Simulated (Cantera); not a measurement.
Feed: 1 mol C3H8, 0.88 mol H2O, 18 mol N2, held at 28.0 Pa.

Cantera equilibrium calculation (NASA polynomials, part measured and part estimated; ideal gas, pure solids and liquids). Candidate condensed phases: C, C6H6, C7H8, C8H18, H2O; 136 gas species. Kinetics and transport are ignored.

x: gas mole fraction; n: condensed amount in mol.

```json
[
 {"T (°C)": "1452", "x N2": "0.755", "x H": "0.00498", "x H2": "0.202", "x CO": "0.0369", "x CN": "4.53e-7", "x C3": "3.73e-11", "x HCN": "0.00163", "n C(graphite)": "2.08"},
 {"T (°C)": "1527", "x N2": "0.753", "x H": "0.00953", "x H2": "0.198", "x CO": "0.0369", "x CN": "1.60e-6", "x C3": "4.09e-10", "x HCN": "0.00237", "n C(graphite)": "2.06"},
 {"T (°C)": "1602", "x N2": "0.749", "x H": "0.0172", "x H2": "0.193", "x CO": "0.0367", "x CN": "5.12e-6", "x C3": "3.69e-9", "x HCN": "0.00332", "n C(graphite)": "2.03"},
 {"T (°C)": "1677", "x N2": "0.744", "x H": "0.0295", "x H2": "0.185", "x CO": "0.0365", "x CN": "1.49e-5", "x C3": "2.80e-8", "x HCN": "0.00447", "n C(graphite)": "2.00"},
 {"T (°C)": "1752", "x N2": "0.736", "x H": "0.0479", "x H2": "0.173", "x CO": "0.0361", "x CN": "4.00e-5", "x C3": "1.82e-7", "x HCN": "0.00580", "n C(graphite)": "1.96"},
 {"T (°C)": "1827", "x N2": "0.726", "x H": "0.0737", "x H2": "0.157", "x CO": "0.0357", "x CN": "9.96e-5", "x C3": "1.03e-6", "x HCN": "0.00724", "n C(graphite)": "1.92"},
 {"T (°C)": "1902", "x N2": "0.712", "x H": "0.107", "x H2": "0.136", "x CO": "0.0350", "x CN": "0.000232", "x C3": "5.17e-6", "x HCN": "0.00863", "n C(graphite)": "1.86"},
 {"T (°C)": "1977", "x N2": "0.696", "x H": "0.148", "x H2": "0.111", "x CO": "0.0343", "x CN": "0.000510", "x C3": "2.32e-5", "x HCN": "0.00980", "n C(graphite)": "1.81"},
 {"T (°C)": "2052", "x N2": "0.678", "x H": "0.191", "x H2": "0.0841", "x CO": "0.0335", "x CN": "0.00106", "x C3": "9.43e-5", "x HCN": "0.0106", "n C(graphite)": "1.75"},
 {"T (°C)": "2127", "x N2": "0.662", "x H": "0.231", "x H2": "0.0592", "x CO": "0.0327", "x CN": "0.00211", "x C3": "0.000350", "x HCN": "0.0108", "n C(graphite)": "1.68"},
 {"T (°C)": "2202", "x N2": "0.646", "x H": "0.265", "x H2": "0.0387", "x CO": "0.0320", "x CN": "0.00402", "x C3": "0.00120", "x HCN": "0.0105", "n C(graphite)": "1.54"},
 {"T (°C)": "2277", "x N2": "0.632", "x H": "0.288", "x H2": "___", "x CO": "0.0314", "x CN": "___", "x C3": "___", "x HCN": "0.00984", "n C(graphite)": "___"},
 {"T (°C)": "2352", "x N2": "0.615", "x H": "0.301", "x H2": "___", "x CO": "0.0306", "x CN": "___", "x C3": "___", "x HCN": "___", "n C(graphite)": "___"},
 {"T (°C)": "2427", "x N2": "0.606", "x H": "0.311", "x H2": "0.00838", "x CO": "0.0302", "x CN": "0.0166", "x C3": "0.0129", "x HCN": "0.00596", "n C(graphite)": "0"}
]
```

Complete the blanks.


- 2352, x H2: 0.0140
- 2352, x CN: 0.0130
- 2352, x C3: 0.0113
- 2352, x HCN: 0.00886
- 2352, n C(graphite): 0.279
- 2277, x H2: 0.0239
- 2277, x CN: 0.00736
- 2277, x C3: 0.00380
- 2277, n C(graphite): 1.19
